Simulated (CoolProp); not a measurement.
Values from CoolProp's reference Helmholtz-energy equation of state, Schroeder 2014.

Problem. For ethanol, give the phase and the Joule-Thomson coefficient (K/MPa), expansivity (1/kK), viscosity (µPa s), Prandtl number at 502.5 K and 9090 kPa.

Solution. 
- 502.5 K and 9090 kPa: liquid; Joule-Thomson coefficient 0.721, expansivity 5.70, viscosity 76.8, Prandtl number 2.83

Viscosity comes from a separate model (Kiselev 2005). Thermal conductivity comes from a separate model (Assael 2013).
